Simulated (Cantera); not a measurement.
Cantera run:

```python
import numpy as np
import cantera as ct

gas_names = """
    AL ALH ALN AL2 H H2 N NH NH2 NH3 N2 N2H2 N2H4
""".split()
cond_names = """
    AL(cr) AL(L) ALN(s)
""".split()


# ... load() reads the species with a 1 bar reference pressure and builds the phases ...
atoms = {
    'AlN': {'AL': 1, 'N': 1},
    'H2': {'H': 2},
}
top_T = {'ALN(s)': 2750}  # K; cautious upper limits of use, not melting points


# ... equilibrate(T, P, feed) seeds the gas with the atoms and calls Mixture.equilibrate('TP', solver="vcs", rtol=1e-11, max_steps=5000) ...
results = []
feed = {'AlN': 1, 'H2': 0.31}  # mol
P = 1000  # Pa
for T in [1500, 1650, 1800, 1950, 2100, 2250, 2400, 2550, 2700, 2850]:
    mix = equilibrate(T, P, feed)
    results.append((T, P, feed, dict(zip(mix.species_names, mix.species_moles))))
    x = sorted(zip(gas.X, gas.species_names), reverse=True)
    print(f"T = {T:g} K  P = {P:g} Pa  gas = {mix.phase_moles(0):.4g} mol")
    print("   x: " + "  ".join(f"{s} {v:.3e}" for v, s in x if v > 1e-05))
    print("   condensed (mol): " + ("  ".join(f"{mix.phase(i).name} {mix.phase_moles(i):.4g}"
          for i in range(1, mix.n_phases) if mix.phase_moles(i) > 1e-12) or "none"))
```

It prints:

```
T = 1500 K  P = 1000 Pa  gas = 0.31 mol
   x: H2 9.998e-01  H 1.760e-04  AL 1.897e-05  N2 1.063e-05
   condensed (mol): ALN(s) 1
T = 1650 K  P = 1000 Pa  gas = 0.3103 mol
   x: H2 9.984e-01  H 9.077e-04  AL 4.237e-04  N2 2.268e-04  ALH 3.001e-05
   condensed (mol): ALN(s) 0.9999
T = 1800 K  P = 1000 Pa  gas = 0.3133 mol
   x: H2 9.877e-01  AL 5.571e-03  H 3.558e-03  N2 2.912e-03  ALH 2.520e-04
   condensed (mol): ALN(s) 0.9982
T = 1950 K  P = 1000 Pa  gas = 0.3371 mol
   x: H2 9.135e-01  AL 4.887e-02  N2 2.518e-02  H 1.096e-02  ALH 1.462e-03
   condensed (mol): ALN(s) 0.983
T = 2100 K  P = 1000 Pa  gas = 0.6025 mol
   x: H2 5.010e-01  AL 3.127e-01  N2 1.590e-01  H 2.205e-02  ALH 5.022e-03  AL2 1.816e-04
   condensed (mol): ALN(s) 0.8084
T = 2250 K  P = 1000 Pa  gas = 1.833 mol
   x: AL 5.414e-01  N2 2.728e-01  H2 1.528e-01  H 2.903e-02  ALH 3.635e-03  AL2 2.808e-04
   condensed (mol): none
T = 2400 K  P = 1000 Pa  gas = 1.862 mol
   x: AL 5.342e-01  N2 2.686e-01  H2 1.359e-01  H 5.863e-02  ALH 2.650e-03  AL2 1.530e-04
   condensed (mol): none
T = 2550 K  P = 1000 Pa  gas = 1.907 mol
   x: AL 5.224e-01  N2 2.622e-01  H2 1.099e-01  H 1.034e-01  ALH 1.880e-03  AL2 8.765e-05
   condensed (mol): none
T = 2700 K  P = 1000 Pa  gas = 1.964 mol
   x: AL 5.077e-01  N2 2.545e-01  H 1.586e-01  H2 7.789e-02  ALH 1.270e-03  AL2 5.247e-05
   condensed (mol): none
T = 2850 K  P = 1000 Pa  gas = 2.023 mol
   x: AL 4.935e-01  N2 2.472e-01  H 2.113e-01  H2 4.720e-02  ALH 8.097e-04  AL2 3.297e-05  N 2.502e-05
   condensed (mol): none
```

Equilibrium computed with Cantera from the NASA thermochemical tables; the gas is ideal and each condensed phase is pure.
